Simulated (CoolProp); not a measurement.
Carbonyl sulfide along the isobar 7.73 MPa: Z from the reference equation and from simpler models built on Tc = 105.6 °C, pc = 6.369 MPa, ω = 0.098; each cubic takes its own stable root.

Model: reference Helmholtz-energy equation of state, Lemmon 2006, in CoolProp. It is a short technical equation, of lower accuracy than the large ones.

```
T (°C)          phase  reference
------  -------------  ---------
73.15          liquid     0.1870
85.95          liquid     0.1929
98.75          liquid     0.2049
111.55  supercritical     0.2401
124.25  supercritical     0.4449
137.05  supercritical     0.5656
149.85  supercritical     0.6361
162.65  supercritical     0.6868
175.45  supercritical     0.7262
188.15  supercritical     0.7581
200.95  supercritical     0.7849
213.75  supercritical     0.8077
226.55  supercritical     0.8273
239.35  supercritical     0.8444
252.05  supercritical     0.8593
264.85  supercritical     0.8726
```

Question: How far does each simpler model (van der Waals, Redlich-Kwong, Soave-Redlich-Kwong, Peng-Robinson) lie from the reference over these 16 states: mean and median of the absolute difference, and the worst?

Answer: 
- van der Waals: mean 13.7 %, median 3.3 %, worst +48.6 % at 73.15 °C and 7.73 MPa
- Redlich-Kwong: mean 4.6 %, median 1.0 %, worst +19.2 % at 111.55 °C and 7.73 MPa
- Soave-Redlich-Kwong: mean 5.3 %, median 1.7 %, worst +20.7 % at 111.55 °C and 7.73 MPa
- Peng-Robinson: mean 2.7 %, median 2.2 %, worst +10.3 % at 111.55 °C and 7.73 MPa
